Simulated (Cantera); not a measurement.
Input: 1 mol Al, 11 mol NH3, 1.2 mol H2, equilibrated at 1675 K and 5.40 mbar.

Cantera equilibrium calculation (NASA polynomials, part measured and part estimated; ideal gas, pure solids and liquids). Candidate condensed phases: Al, AlN; 13 gas species. The numbers say what is thermodynamically allowed, not how fast it happens.

Question: What is the equilibrium state?

Answer: 
| Item | Value |
|---|---|
| x(H2) | 0.778 |
| x(N2) | 0.220 |
| x(H) | 0.00139 |
| x(Al) | 6.84e-5 |
| x(AlH) | 2.90e-6 |
| n(AlN(s)) | 0.998 mol |
| gas amount | 22.72 mol |
| log10 activity of Al(l) (absent) | -2.67 |
